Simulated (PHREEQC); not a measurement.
## Brine

Make-up at 25 °C: 0.25 mol/kgw K2CO3, 0.0079 mol/kgw Na2SO4 and 8.9e-05 mol/kgw H4SiO4. Closed to the air; pH follows from the charge balance.

All values are PHREEQC results (ion-association model, phreeqc.dat), not measurements.

Each row changes one thing in this solution. Precipitation was switched off in this run.

| case | pH | ionic strength (mol/kgw) | CO3-2 (mol/kgw) | Na+ (mol/kgw) | NaCO3- (mol/kgw) | HCO3- (mol/kgw) |
|---|---|---|---|---|---|---|
| as made | 11.48 | 0.748 | 0.238 | 0.00852 | 0.00723 | 0.00507 |
| H4SiO4 from 8.9e-05 to 8.9e-06 mol/kgw | 11.48 | 0.749 | 0.238 | 0.00852 | 0.00723 | 0.00503 |
| H4SiO4 left out | 11.48 | 0.749 | 0.238 | 0.00852 | 0.00723 | 0.00503 |
| diluted 5-fold with water | ___ | 0.150 | 0.0468 | 0.00243 | 0.000723 | 0.00249 |
| 0.017 mol/kgw K2SiO3 added | ___ | 0.789 | 0.241 | 0.00855 | 0.00721 | 0.00162 |

Task: What belongs in the gaps?

Result: 
- diluted 5-fold with water, pH: 11.25
- 0.017 mol/kgw K2SiO3 added, pH: 11.97

The ionic strength passes 0.7 mol/kgw, the rough limit of the ion-association models, in as made; H4SiO4 from 8.9e-05 to 8.9e-06 mol/kgw; H4SiO4 left out; 0.017 mol/kgw K2SiO3 added.
